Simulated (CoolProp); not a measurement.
Methane along the isotherm 352.8 K: density (kg/m³) from the reference equation and from simpler models built on Tc = 190.6 K, pc = 4.599 MPa, ω = 0.011; each cubic takes its own stable root.

Values from CoolProp's reference Helmholtz-energy equation of state, Setzmann 1991.

```tsv
p (MPa)	phase	reference	van der Waals	Soave-Redlich-Kwong	Peng-Robinson
0.69	gas	3.796	3.805	3.794	3.805
1.38	gas	7.638	7.674	7.629	7.672
2.07	gas	11.52	11.61	11.50	11.60
2.76	gas	15.45	15.60	15.41	15.58
3.45	gas	19.42	19.66	___	19.62
4.14	gas	23.42	23.79	___	23.70
4.83	supercritical	27.47	27.97	___	27.83
5.52	supercritical	31.54	32.22	31.35	32.01
6.21	supercritical	35.65	36.52	___	36.22
6.9	supercritical	39.79	40.88	___	40.46
```

**Question.** Some entries are withheld; supply them.

**Answer.** 
- 3.45, Soave-Redlich-Kwong: 19.35
- 4.14, Soave-Redlich-Kwong: 23.32
- 4.83, Soave-Redlich-Kwong: 27.32
- 6.21, Soave-Redlich-Kwong: 35.39
- 6.9, Soave-Redlich-Kwong: 39.45
